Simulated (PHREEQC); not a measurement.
Consider water at 25 °C with 0.17 mol/kgw H3PO4, 0.018 mol/kgw HCl and 3.8e-06 mol/kgw H4SiO4. Closed to the air; pH follows from the charge balance.

All values are PHREEQC results (ion-association model, phreeqc.dat), not measurements.

Each row changes one thing in this solution. No solid was allowed to form.

```json
[
 {"case": "as made", "pH": "1.40", "ionic strength (mol/kgw)": "0.0469", "HPO4-2 (mol/kgw)": "7.88e-8"},
 {"case": "HCl from 0.018 to 0.0198 mol/kgw", "pH": "1.39", "ionic strength (mol/kgw)": "___", "HPO4-2 (mol/kgw)": "7.58e-8"},
 {"case": "H4SiO4 left out", "pH": "1.40", "ionic strength (mol/kgw)": "0.0469", "HPO4-2 (mol/kgw)": "7.88e-8"},
 {"case": "HCl replaced by FeCl2 at the same molality", "pH": "1.43", "ionic strength (mol/kgw)": "___", "HPO4-2 (mol/kgw)": "9.12e-8"},
 {"case": "temperature from 25 to 35 °C", "pH": "1.41", "ionic strength (mol/kgw)": "___", "HPO4-2 (mol/kgw)": "8.13e-8"}
]
```

**Question.** Complete the blanks.

**Answer.** 
- HCl from 0.018 to 0.0198 mol/kgw, ionic strength (mol/kgw): 0.0482
- HCl replaced by FeCl2 at the same molality, ionic strength (mol/kgw): 0.0671
- temperature from 25 to 35 °C, ionic strength (mol/kgw): 0.0452

Species that the database lacks are ignored.
